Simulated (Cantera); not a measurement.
Input (Python, Cantera) and output of one run.

```python
import numpy as np
import cantera as ct

gas_names = [...]  # 151 gases of nasa_gas.yaml made of C, H, N, O, Si
cond_names = """
    C(gr) C6H6(L) C7H8(L) C8H18(L),n-octa H2O(s) H2O(L) Si(cr) Si(L) SiC(b) SiO2(Lqz) SiO2(hqz) SiO2(L)
    Si2N2O(s) Si3N4(a)
""".split()


# ... load() reads the species with a 1 bar reference pressure and builds the phases ...
atoms = {
    'HMDSO': {'Si': 2, 'C': 6, 'H': 18, 'O': 1},
    'N2O': {'N': 2, 'O': 1},
}
top_T = {'C(gr)': 4500, 'SiC(b)': 3050, 'Si2N2O(s)': 2100, 'Si3N4(a)': 2400}  # K; cautious upper limits of use, not melting points


# ... equilibrate(T, P, feed) seeds the gas with the atoms and calls Mixture.equilibrate('TP', solver="vcs", rtol=1e-11, max_steps=5000) ...
results = []
feed = {'HMDSO': 1, 'N2O': 0.19}  # mol
T = 1725  # K
P = 150  # Pa
mix = equilibrate(T, P, feed)
results.append((T, P, feed, dict(zip(mix.species_names, mix.species_moles))))
print(gas.report(threshold=1e-05))
for i in range(1, mix.n_phases):
    print(f"{mix.phase(i).name:16s} {mix.phase_moles(i):12.5e} mol")
```

It prints:

```
       temperature   1725 K
          pressure   150 Pa
           density   5.7276e-05 kg/m^3
  mean mol. weight   5.4765 kg/kmol
   phase of matter   gas

                          1 kg             1 kmol
                     ---------------   ---------------
          enthalpy        5.9339e+06        3.2497e+07  J
   internal energy         3.315e+06        1.8155e+07  J
           entropy             45758        2.5059e+05  J/K
    Gibbs function       -7.2998e+07       -3.9978e+08  J
 heat capacity c_p            6119.4             33513  J/K
 heat capacity c_v            4601.3             25199  J/K

                      mass frac. Y      mole frac. X     chem. pot. / RT
                     ---------------   ---------------   ---------------
                CO           0.58245           0.11388           -43.591
    C2H2,acetylene        0.00037785        7.9473e-05           -30.588
                 H        0.00081971         0.0044536           -12.835
               HCN          0.002577         0.0005222            -33.78
               HNC        8.2019e-05         1.662e-05            -33.78
                H2           0.31751           0.86253            -25.67
                N2          0.092044          0.017994           -36.973
                Si        5.8424e-05        1.1393e-05           -9.0974
               SiO         0.0040643        0.00050491           -50.229
     [ +142 minor]        1.0815e-05         2.402e-06

C(gr)             2.81336e+00 mol
Si(L)             0.00000e+00 mol
SiC(b)            1.99462e+00 mol
SiO2(L)           0.00000e+00 mol
Si2N2O(s)         0.00000e+00 mol
Si3N4(a)          0.00000e+00 mol
```

Method: chemical equilibrium by Gibbs-energy minimisation in Cantera with the NASA 1993 tables (ideal gas, pure condensed phases). The feed counts by its element totals alone.
